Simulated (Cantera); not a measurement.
Standard-state values (1 bar) from the NASA 1993 polynomials, evaluated with Cantera. Values are per mole of reaction as written; species without (g) are pure solids or liquids, kept so even where they would boil at 1 bar.

Ni + S ⇌ NiS

```json
[
 {"T (K)": "425", "ΔH° (kJ)": "…", "ΔS° (J/K)": "…", "ΔG° (kJ)": "…", "log10 K": "…"},
 {"T (K)": "475", "ΔH° (kJ)": "-91.6", "ΔS° (J/K)": "-18.2", "ΔG° (kJ)": "-82.9", "log10 K": "9.12"},
 {"T (K)": "525", "ΔH° (kJ)": "-92.5", "ΔS° (J/K)": "-20.1", "ΔG° (kJ)": "-81.9", "log10 K": "8.15"},
 {"T (K)": "575", "ΔH° (kJ)": "…", "ΔS° (J/K)": "…", "ΔG° (kJ)": "…", "log10 K": "…"},
 {"T (K)": "625", "ΔH° (kJ)": "-94.2", "ΔS° (J/K)": "-23.0", "ΔG° (kJ)": "-79.8", "log10 K": "6.67"},
 {"T (K)": "675", "ΔH° (kJ)": "-88.4", "ΔS° (J/K)": "-14.2", "ΔG° (kJ)": "-78.8", "log10 K": "6.10"},
 {"T (K)": "725", "ΔH° (kJ)": "-88.7", "ΔS° (J/K)": "-14.7", "ΔG° (kJ)": "-78.1", "log10 K": "5.63"},
 {"T (K)": "775", "ΔH° (kJ)": "-89.0", "ΔS° (J/K)": "-15.0", "ΔG° (kJ)": "-77.4", "log10 K": "5.22"},
 {"T (K)": "825", "ΔH° (kJ)": "…", "ΔS° (J/K)": "…", "ΔG° (kJ)": "…", "log10 K": "…"},
 {"T (K)": "875", "ΔH° (kJ)": "…", "ΔS° (J/K)": "…", "ΔG° (kJ)": "…", "log10 K": "…"}
]
```

### Question
Some entries are withheld; supply them.

### Answer

- 425, ΔH° (kJ): -90.7
- 425, ΔS° (J/K): -16.3
- 425, ΔG° (kJ): -83.8
- 425, log10 K: 10.30
- 575, ΔH° (kJ): -93.3
- 575, ΔS° (J/K): -21.6
- 575, ΔG° (kJ): -80.9
- 575, log10 K: 7.35
- 825, ΔH° (kJ): -89.2
- 825, ΔS° (J/K): -15.2
- 825, ΔG° (kJ): -76.6
- 825, log10 K: 4.85
- 875, ΔH° (kJ): -89.5
- 875, ΔS° (J/K): -15.6
- 875, ΔG° (kJ): -75.9
- 875, log10 K: 4.53
